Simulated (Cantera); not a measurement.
Input: 1 mol SiH4, 28 mol N2, equilibrated at 10.0 mbar.

These are equilibrium values from Cantera (NASA tables, ideal gas, pure condensed phases), not measurements of a reactor. Candidate condensed phases: Si, Si3N4; 18 gas species. N2 is the only nitrogen source here; it is nearly inert below about 1500 K, so the nitride shown seldom forms there in practice. Equilibrium is a limit: real reactors are often held back by kinetics, nucleation or transport.

**Question.** What share of the Si ends up in condensed phases as a function of T (°C), at 550, 750, 950, 1150, 1350, 1550, 1750?

**Answer.** 
```
T (°C)  Si condensed (%)        as
------  ----------------  --------
550                100.0  Si3N4(s)
750                100.0  Si3N4(s)
950                100.0  Si3N4(s)
1150               100.0  Si3N4(s)
1350               100.0  Si3N4(s)
1550                98.4     Si(l)
1750                80.5     Si(l)
```
